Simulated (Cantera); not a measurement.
A closed system holds: 1 mol C2H6, 0.1 mol CO2, 41 mol H2, held at 75.0 Torr.

These are equilibrium values from Cantera (NASA tables, ideal gas, pure condensed phases), not measurements of a reactor. Candidate condensed phases: C, C6H6, C7H8, C8H18, H2O; 110 gas species. Kinetics and transport are ignored. All values below are at 1223 K.

Base state: H2 0.994, CO 0.00452, CH4 0.00132 (mole fractions); condensed: C(graphite).

### Question
What changes in the equilibrium state with this change: pressure from 75.0 Torr to 0.173 Torr?

### Answer
| species | before | after |
|---|---|---|
| H2 | 0.994 | 0.995 |
| CO | 0.00452 | 0.00452 |
| H | 9.48e-7 | 1.98e-5 |
| CH4 | 0.00132 | 3.04e-6 |
| C(graphite), mol | 1.84 | 1.90 |
